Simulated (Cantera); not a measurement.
Equilibrium for thermal oxidation and active oxidation of silicon: Si + N₂O + H₂ + Cl₂

A closed system holds: 1 mol Si, 0.12 mol N₂O, 810 mol H₂, 0.00013 mol Cl₂, at 0.340 bar.

Method: chemical equilibrium by Gibbs-energy minimisation in Cantera with the NASA 1993 tables (ideal gas, pure condensed phases). Candidate condensed phases: H₂O, NH₄Cl, Si, SiO₂, Si₂N₂O, Si₃N₄; 47 gas species. Mutual solubility and eutectic melting of coexisting phases are not modelled. Gases not in the tables: Si₂H₆ and higher silanes. Kinetics and transport are ignored.

```csv
T (K),x H₂,x H,x Si,x SiH₂,x SiH,x N₂,n Si(s),n Si₂N₂O(s),n Si(l)
1098,1.000,4.24e-8,<1e-12,1.25e-9,1.14e-12,3.21e-11,0.760,0.120,0
1248,1.000,8.01e-7,2.28e-11,3.02e-8,1.48e-10,2.18e-8,0.760,0.120,0
1398,1.000,8.11e-6,2.29e-9,3.66e-7,6.73e-9,1.68e-6,0.761,0.119,0
1548,1.000,5.28e-5,9.35e-8,2.73e-6,1.44e-7,5.24e-5,0.800,0.0775,0
1698,0.999,0.000248,1.93e-6,1.40e-5,1.75e-6,0.000148,0,0,0.865
1848,0.999,0.000909,1.85e-5,4.15e-5,1.07e-5,0.000148,0,0,0.822
1998,0.997,0.00275,0.000125,0.000105,4.96e-5,0.000148,0,0,0.649
2148,0.992,0.00712,0.000642,0.000229,0.000183,0.000147,0,0,0
```
x: gas mole fraction; n: condensed amount in mol.

From 1098 K to 1548 K the condensed part is Si(s) + Si₂N₂O(s). From 1698 K to 1998 K the condensed part is Si(l). At 2148 K nothing is condensed. The main Si-bearing gas is SiH₄ at 1098 K and Si at 2148 K.
